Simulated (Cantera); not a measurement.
# Pyrogenic steam for wet oxidation

A perfectly stirred reactor is fed with 28.9 % H2, 26.3 % O2, 44.7 % N2, at 0.306 atm; it is held at 1125 K, and followed from long to short residence time.

Detailed kinetics in Cantera: the H2/O2 subset of GRI-Mech 3.0, which has no nitrogen chemistry. The temperature is held fixed by assumption; the heat of reaction is taken as removed at once.

```csv
τ (s),x H2,x O2,x H2O,x H2O2,x O,x HO2,x H
0.66,0.000595,0.139,0.338,1.66e-6,3.19e-5,1.66e-5,7.93e-6
0.28,0.00103,0.139,0.337,2.47e-6,6.00e-5,2.47e-5,1.87e-5
0.12,0.00175,0.139,0.336,3.40e-6,0.000111,3.43e-5,4.34e-5
0.053,0.00284,0.139,0.335,4.33e-6,0.000196,4.44e-5,9.78e-5
0.023,0.00458,0.140,0.333,5.22e-6,0.000344,5.49e-5,0.000223
0.0098,0.00736,0.141,0.329,6.05e-6,0.000597,6.48e-5,0.000517
0.0043,0.0115,0.143,0.323,6.78e-6,0.000997,7.32e-5,0.00115
0.0018,0.0183,0.145,0.314,7.41e-6,0.00168,8.03e-5,0.00265
0.00079,0.0281,0.149,0.300,7.77e-6,0.00268,8.50e-5,0.00566
```
x: mole fraction; the columns are a selection and need not sum to one.
